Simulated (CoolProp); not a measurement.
A single-stage vapour-compression cycle with the fluid: evaporating at 252.15 K (dew point), condensing at 296.15 K (bubble point), superheat 5 K, subcooling 8 K, compressor efficiency 0.7, no pressure losses. The same conditions are run with several fluids, on thermodynamics alone (safety and materials aside).

The numbers come from the reference Helmholtz-energy equation of state of each fluid (R11: Jacobsen 1992; R134a: Tillner-Roth 1994; R410A: Lemmon 2003; R22: Kamei 1995; R245ca: Zhou 2016; R152A: Outcalt 1996) in CoolProp. Blends and air are pseudo-pure fits.

Q: Rank R11, R134a, R410A, R22, R245ca, R152A by cooling COP, highest first.

A: R11 (3.67), R245ca (3.61), R152A (3.56), R134a (3.51), R22 (3.48), R410A (3.36)

```csv
fluid,pressure ratio,discharge temperature (K),refrigerating effect (kJ/kg),volumetric capacity (kJ/m³)
R11,6.61,339.0,169,164
R134a,4.93,323.4,169,1080
R410A,4.09,339.5,195,2820
R22,4.19,345.4,182,1850
R245ca,8.30,318.3,186,131
R152A,4.86,338.4,271,1010
```
